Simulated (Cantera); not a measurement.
A perfectly stirred reactor is fed with 40.0 % C₂H₆, 60.0 % H₂, at 0.0227 atm; it is held at 1498 K, and followed from long to short residence time.

Model: GRI-Mech 3.0 (53 species, 325 reactions), integrated in Cantera. GRI-Mech 3.0 stops at C3 and has no aromatics, soot or wall deposition, so with more carbon than oxygen in the feed, carbon stays in small species such as C2H2 where larger ones or solid carbon would form. Radical loss at walls, strong at low pressure, is not modelled.

### Question
Predict: x(C₂H₆) at τ = 0.360 s; x(H₂) at τ = 0.360 s; x(C₂H₄) at τ = 0.360 s; x(CH₃) at τ = 0.360 s; x(H) at τ = 0.360 s; x(C₂H₆) at τ = 14.0 ms; x(H₂) at τ = 14.0 ms; x(C₂H₄) at τ = 14.0 ms; x(CH₃) at τ = 14.0 ms; x(H) at τ = 14.0 ms.

### Answer
```
Property                  Result
----------------------  --------
x(C₂H₆) at τ = 0.360 s   0.00123
x(H₂) at τ = 0.360 s       0.691
x(C₂H₄) at τ = 0.360 s    0.0101
x(CH₃) at τ = 0.360 s    0.00110
x(H) at τ = 0.360 s     0.000320
x(C₂H₆) at τ = 14.0 ms    0.0204
x(H₂) at τ = 14.0 ms       0.610
x(C₂H₄) at τ = 14.0 ms    0.0724
x(CH₃) at τ = 14.0 ms    0.00418
x(H) at τ = 14.0 ms     0.000514
```
